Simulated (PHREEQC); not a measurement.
Solution (30 °C): 0.034 mol/kgw Na2SO4. Closed to the air; pH follows from the charge balance.

Model: ion-association model, wateq4f.dat, run in PHREEQC.

Precipitation was switched off in this run.

Question: Predict the ionic strength.

Answer: ionic strength 0.0945 mol/kgw.

Question: In which forms is S present?

Answer: SO4-2 89 %, NaSO4- 11 % of the S.
